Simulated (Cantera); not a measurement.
## SiF₄ + NO (silicon oxide and oxynitride deposition)

Charge: 1 mol SiF₄, 0.54 mol NO, equilibrated at 1473.15 K and 12.0 Torr.

Method: chemical equilibrium by Gibbs-energy minimisation in Cantera with the NASA 1993 tables (ideal gas, pure condensed phases). Candidate condensed phases: Si, SiO₂, Si₂N₂O, Si₃N₄; 28 gas species. Equilibrium is a limit: real reactors are often held back by kinetics, nucleation or transport.

```
Property                             Result
--------------------------------  ---------
x(SiF₄)                               0.649
x(N₂)                                 0.175
x(O₂)                                 0.175
x(NO)                              0.000461
x(O)                                9.25e-6
x(F)                                2.24e-6
x(SiF₃)                             1.16e-6
gas amount                        1.540 mol
log10 activity of Si(s) (absent)     -20.43
```
